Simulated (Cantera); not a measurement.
A Cantera script and its output.

```python
import numpy as np
import cantera as ct

surf = ct.Interface("ptcombust.yaml", "Pt_surf")
gas = surf.adjacent["gas"]
gas.TPX = 498, 101325, {'H2': 0.0072, 'O2': 0.014, 'N2': 0.79}
surf.TP = 498, 101325
reactor = ct.FlowReactor(gas, clone=False)
reactor.area = 0.0001  # m2
reactor.surface_area_to_volume_ratio = 4500  # 1/m
reactor.mass_flow_rate = 2.9 * reactor.area * gas.density  # inlet velocity 2.9 m/s
reactor.energy_enabled = False
wall = ct.ReactorSurface(surf, reactor, clone=False)
net = ct.ReactorNet([reactor])
net.rtol, net.atol = 1e-8, 1e-16
show, cover = ['H2', 'O2', 'H2O'], ['PT(S)', 'H(S)', 'O(S)', 'OH(S)', 'CO(S)', 'C(S)']

rows = []
print(f"{'z/m':>9s}{'u/(m/s)':>9s}" + "".join(f"{s:>13s}" for s in show + cover))
for z in [4.9e-05, 8.2e-05, 0.00014, 0.00023, 0.00038, 0.00064, 0.0011, 0.0018, 0.003, 0.0049]:
    net.advance(z)
    rows.append([reactor.speed, *gas[show].X, *surf[cover].coverages])
    print(f"{z:9.4g}{rows[-1][0]:9.3g}" + "".join(f"{x:13.4e}" for x in rows[-1][1:]))
```

It prints:

```
      z/m  u/(m/s)           H2           O2          H2O        PT(S)         H(S)         O(S)        OH(S)        CO(S)         C(S)
  4.9e-05     2.89   3.2626e-03   1.4488e-02   5.6382e-03   3.2920e-01   1.3683e-07   6.2022e-01   5.0128e-02   1.9173e-24   1.3512e-29
  8.2e-05     2.89   2.2288e-03   1.3978e-02   6.6766e-03   2.3310e-01   5.7892e-08   7.1947e-01   4.7072e-02  -9.7078e-24   3.9790e-28
  0.00014     2.89   1.4143e-03   1.3576e-02   7.4947e-03   1.5230e-01   2.1830e-08   8.0596e-01   4.1479e-02   4.1916e-23  -8.2561e-29
  0.00023     2.89   8.9465e-04   1.3319e-02   8.0167e-03   9.8194e-02   8.4568e-09   8.6643e-01   3.5201e-02   5.3652e-24  -5.0510e-30
  0.00038     2.89   5.5149e-04   1.3150e-02   8.3614e-03   6.1310e-02   3.1797e-09   9.0971e-01   2.8865e-02   1.4371e-23  -1.3033e-28
  0.00064     2.89   3.2986e-04   1.3040e-02   8.5840e-03   3.6978e-02   1.1461e-09   9.3998e-01   2.2975e-02   4.6715e-25  -4.1004e-30
   0.0011     2.89   1.9225e-04   1.2973e-02   8.7222e-03   2.1664e-02   3.9886e-10   9.6043e-01   1.7866e-02   1.4961e-24   1.8616e-29
   0.0018     2.89   1.1741e-04   1.2936e-02   8.7974e-03   1.3270e-02   1.5411e-10   9.7260e-01   1.4110e-02   1.6672e-25   5.6238e-31
    0.003     2.89   7.0356e-05   1.2912e-02   8.8446e-03   7.9661e-03   5.8142e-11   9.8102e-01   1.0999e-02  -4.0756e-23   7.0053e-28
   0.0049     2.89   4.3017e-05   1.2899e-02   8.8721e-03   4.8766e-03   2.3092e-11   9.8648e-01   8.6380e-03  -5.9692e-26  -1.1325e-31
```

Cantera simulation using Deutschmann's 1995 Pt surface mechanism with GRI-Mech 3.0 gas chemistry; the numbers are that mechanism's predictions, not measurements. Catalytic surfaces can have several steady states; this one follows from the mechanism file's or the stated starting coverage. Mass transfer to the wall is taken as infinitely fast.
